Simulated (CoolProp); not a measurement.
A single-stage vapour-compression cycle with R124: evaporating at 248.15 K (dew point), condensing at 304.15 K (bubble point), superheat 10 K, subcooling 5 K, compressor efficiency 0.85, no pressure losses. Each further row changes one setting.

Computed with CoolProp (reference Helmholtz-energy equation of state, de Vries 1995).

```
case                              cooling COP  pressure ratio  discharge temperature (K)  refrigerating effect (kJ/kg)  volumetric capacity (kJ/m³)
--------------------------------  -----------  --------------  -------------------------  ----------------------------  ---------------------------
as stated                                3.05            8.09                      322.0                           123                          455
evaporating temperature 253.15 K         3.51            6.42                      320.5                             ?                          580
condensing temperature 299.15 K          3.45            6.96                          ?                           129                          476
subcooling 10 K                             ?            8.09                      322.0                           129                          476
superheat 20 K                           3.09            8.09                      332.5                           130                          462
compressor efficiency 0.75                  ?            8.09                      328.5                           123                          455
```

**Question.** What belongs in the gaps?

**Answer.** 
- evaporating temperature 253.15 K, refrigerating effect (kJ/kg): 126
- condensing temperature 299.15 K, discharge temperature (K): 317.0
- subcooling 10 K, cooling COP: 3.19
- compressor efficiency 0.75, cooling COP: 2.69
